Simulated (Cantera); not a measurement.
Charge: 1 mol SiH₄, 13 mol H₂O, at 1523 K and 240 Pa.

These are equilibrium values from Cantera (NASA tables, ideal gas, pure condensed phases), not measurements of a reactor. Candidate condensed phases: H₂O, Si, SiO₂; 18 gas species. The tables hold silica as quartz up to 1696 K and as liquid above; real silica turns to tridymite and cristobalite and melts near 1996 K. Kinetics and transport are ignored.

Base state: H₂O 0.733, H₂ 0.267, H 0.000244, OH 2.07e-5 (mole fractions); condensed: SiO₂(β-quartz).

### Question
What changes in the equilibrium state with this change: 0.055 mol Cl₂ added?

### Answer
```tsv
species	before	after
H₂O	0.733	0.731
H₂	0.267	0.262
HCl	0	0.00730
H	0.000244	0.000241
OH	2.07e-5	2.08e-5
SiO₂(β-quartz), mol	1.000	1.000
```

### Question
What changes in the equilibrium state with this change: SiH₄ replaced by Si₂H₆?

### Answer
```tsv
species	before	after
H₂O	0.733	0.562
H₂	0.267	0.437
H	0.000244	0.000312
OH	2.07e-5	1.24e-5
SiO₂(β-quartz), mol	1.000	2.00
```
The feed counts by its element totals alone.
